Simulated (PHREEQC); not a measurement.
# Spent oxide etchant (model solution)

Make-up at 25 °C: 39 mmol/kgw NH4HF2 and 7.5 mmol/kgw (NH4)2SiF6. Closed to the air; pH follows from the charge balance.

All values are PHREEQC results (ion-association model, wateq4f.dat), not measurements.

Precipitation was switched off in this run.

Problem. What pH, ionic strength does the model give?

Solution. pH 3.15; ionic strength 0.0623 mol/kgw.

Problem. In which forms is F present?

Solution. SiF6-2 37 %, F- 29 %, HF 24 %, HF2- 6.7 %, H2F2 3.7 % of the F.

Complexes and solids missing from the database can't appear. SiF6-2 is the database's only silicon fluoride.
